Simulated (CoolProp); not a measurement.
Vapour-liquid equilibrium of diethyl ether (1) + ethanol (2) at 312 K; x and y are mole fractions of (1).

Model: multi-fluid Helmholtz-energy mixture model, Thol 2014 and Schroeder 2014; pair parameters Bell 2016, in CoolProp.

| x | bubble pressure (MPa) | y at the bubble point | dew pressure at overall composition x (MPa) | liquid density (mol/L) |
|---|---|---|---|---|
| 0.05 | ___ | ___ | 0.01769 | 16.21 |
| 0.2 | ___ | 0.757 | 0.02079 | 14.65 |
| 0.35 | 0.07675 | 0.836 | ___ | 13.32 |
| 0.5 | 0.08823 | 0.874 | 0.03199 | 12.16 |
| 0.65 | 0.09686 | 0.902 | 0.04361 | 11.17 |
| 0.8 | ___ | 0.934 | ___ | 10.30 |
| 0.95 | 0.1147 | ___ | 0.1089 | 9.554 |

What belongs in the gaps?


- 0.05, bubble pressure (MPa): 0.02941
- 0.05, y at the bubble point: 0.451
- 0.2, bubble pressure (MPa): 0.05854
- 0.35, dew pressure at overall composition x (MPa): 0.02521
- 0.8, bubble pressure (MPa): 0.1053
- 0.8, dew pressure at overall composition x (MPa): 0.06738
- 0.95, y at the bubble point: 0.980

No azeotrope shows between x = 0.05 and 0.95.

The pair parameters rest on a limited set of measurements; away from them the model extrapolates. With so large a gap from Raoult's law the liquid may split in two, which this calculation doesn't test in full.
